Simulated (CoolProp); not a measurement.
Vapour-liquid equilibrium of m-xylene (1) + o-xylene (2) at 12.5 kPa; x and y are mole fractions of (1).

Model: multi-fluid Helmholtz-energy mixture model, Zhou 2012 and Zhou 2012; pair parameters Bell 2016, in CoolProp.

Q: Give the bubble temperature and the first vapour's composition at x = 0.5, 0.575, 0.725. Is there an azeotrope?

A: x = 0.5: 77.3 °C, y = 0.546; x = 0.575: 76.9 °C, y = 0.619; x = 0.725: 76.3 °C, y = 0.759. No azeotrope shows between x = 0.05 and 0.95.

Pair parameters are fitted to limited data, so mixtures are less certain than the pure fluids.
